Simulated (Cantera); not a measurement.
Charge: 1 mol Si, 1.5 mol HCl, 0.89 mol N2, 2.2 mol HF, at 1127 °C and 0.260 bar.

Cantera equilibrium calculation (NASA polynomials, part measured and part estimated; ideal gas, pure solids and liquids). Candidate condensed phases: NH4Cl, Si, Si3N4; 49 gas species. N2 is the only nitrogen source here; it is nearly inert below about 1500 K, so the nitride shown seldom forms there in practice. The tables' values for SiF3, SiCl3, SiF2 are old estimates; treat these amounts as uncertain. Kinetics and transport are ignored.

Base state: H2 0.335, HCl 0.314, N2 0.175, SiF4 0.142, SiCl4 0.0176, HF 0.00396, SiF3 0.00315, SiCl3 0.00302 (mole fractions); condensed: Si3N4(s).

Question: What changes in the equilibrium state with this change: N2 from 0.89 to 5.8 mol?

Answer: 
```tsv
species	before	after
N2	0.175	0.639
HCl	0.314	0.158
H2	0.335	0.133
SiCl4	0.0176	0.00299
SiF4	0.142	0.0614
SiH2Cl2	1.51e-5	1.60e-6
SiHCl3	0.00133	0.000178
SiH2F2	2.44e-5	4.15e-6
Si3N4(s), mol	0.119	0.138
```

Question: What changes in the equilibrium state with this change: temperature from 1127 °C to 477 °C?

Answer: 
| species | before | after |
|---|---|---|
| H2 | 0.335 | 0.387 |
| HCl | 0.314 | 0.230 |
| N2 | 0.175 | 0.190 |
| SiCl4 | 0.0176 | 0.0442 |
| SiF4 | 0.142 | 0.149 |
| SiCl2 | 0.00219 | <1e-9 |
| SiF3 | 0.00315 | 3.12e-9 |
| Si3N4(s), mol | 0.119 | 0.0957 |
